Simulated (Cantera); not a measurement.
A closed system holds: 1 mol SiH₂Cl₂, 0.034 mol CH₄, 37 mol H₂, 0.24 mol HCl, equilibrated at 1.00 bar.

Cantera equilibrium calculation (NASA polynomials, part measured and part estimated; ideal gas, pure solids and liquids). Candidate condensed phases: C, C₆H₆, C₇H₈, C₈H₁₈, Si, SiC; 109 gas species. Mutual solubility and eutectic melting of coexisting phases are not modelled. Kinetics and transport are ignored.

Q: What share of the Si ends up in condensed phases as a function of T (°C), at 850, 900, 950, 1000, 1050, 1100, 1150, 1200, 1250, 1300?

A: 
```json
[
 {"T (°C)": "850", "Si condensed (%)": "49.0", "as": "Si(s) + SiC(s)"},
 {"T (°C)": "900", "Si condensed (%)": "53.4", "as": "Si(s) + SiC(s)"},
 {"T (°C)": "950", "Si condensed (%)": "58.0", "as": "Si(s) + SiC(s)"},
 {"T (°C)": "1000", "Si condensed (%)": "62.3", "as": "Si(s) + SiC(s)"},
 {"T (°C)": "1050", "Si condensed (%)": "65.9", "as": "Si(s) + SiC(s)"},
 {"T (°C)": "1100", "Si condensed (%)": "68.6", "as": "Si(s) + SiC(s)"},
 {"T (°C)": "1150", "Si condensed (%)": "70.4", "as": "Si(s) + SiC(s)"},
 {"T (°C)": "1200", "Si condensed (%)": "71.4", "as": "Si(s) + SiC(s)"},
 {"T (°C)": "1250", "Si condensed (%)": "71.8", "as": "Si(s) + SiC(s)"},
 {"T (°C)": "1300", "Si condensed (%)": "71.9", "as": "Si(s) + SiC(s)"}
]
```
